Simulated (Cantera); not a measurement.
# Calcination and drying: MgCO3 + CO2 + H2O

Charge: 1 mol MgCO3, 0.51 mol CO2, 0.012 mol H2O, held at 5.20 mbar.

Method: chemical equilibrium by Gibbs-energy minimisation in Cantera with the NASA 1993 tables (ideal gas, pure condensed phases). Candidate condensed phases: C, C6H6, C7H8, C8H18, H2O, Mg, MgCO3, MgO, Mg(OH)2; 116 gas species. The numbers say what is thermodynamically allowed, not how fast it happens.

| T (K) | x CO2 | x CO | x O2 | x H2O | x OH | n MgO(s) |
|---|---|---|---|---|---|---|
| 1498 | 0.989 | 0.00204 | 0.00102 | 0.00786 | 2.12e-5 | 1.00 |
| 1523 | 0.988 | 0.00261 | 0.00130 | 0.00785 | 2.79e-5 | 1.00 |
| 1548 | 0.987 | 0.00331 | 0.00165 | 0.00784 | 3.64e-5 | 1.00 |
| 1573 | 0.986 | 0.00417 | 0.00208 | 0.00783 | 4.71e-5 | 1.00 |
| 1598 | 0.984 | 0.00521 | 0.00259 | 0.00782 | 6.05e-5 | 1.00 |
| 1623 | 0.982 | 0.00646 | 0.00321 | 0.00780 | 7.70e-5 | 1.00 |
| 1648 | 0.980 | 0.00795 | 0.00395 | 0.00778 | 9.73e-5 | 1.00 |
| 1673 | 0.977 | 0.00973 | 0.00483 | 0.00776 | 0.000122 | 1.00 |
| 1698 | 0.974 | 0.0118 | 0.00587 | 0.00773 | 0.000152 | 1.00 |
| 1723 | 0.971 | 0.0143 | 0.00709 | 0.00769 | 0.000188 | 1.00 |
| 1748 | 0.966 | 0.0172 | 0.00850 | 0.00765 | 0.000231 | 1.00 |
| 1773 | 0.961 | 0.0205 | 0.0101 | 0.00760 | 0.000281 | 1.000 |
x: gas mole fraction; n: condensed amount in mol.

From 1498 K to 1773 K the condensed part is MgO(s).
